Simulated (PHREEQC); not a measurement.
A solution holds 0.0003 mol/kgw H2S and 0.6 mol/kgw NH4F, at 20 °C. Closed to the air; pH follows from the charge balance.

Computed with PHREEQC (ion-association model, wateq4f.dat).

Problem. The ionic strength comes out as 0.600 mol/kgw. What activity coefficients do HF2-, F-, HS-, NH4+ get?

Solution. HF2- 0.62, F- 0.62, HS- 0.62, NH4+ 0.74.

This is a speciation only: nothing precipitates in the calculation. Species that the database lacks are ignored. The polysulfide entries of wateq4f.dat were taken out for this run.
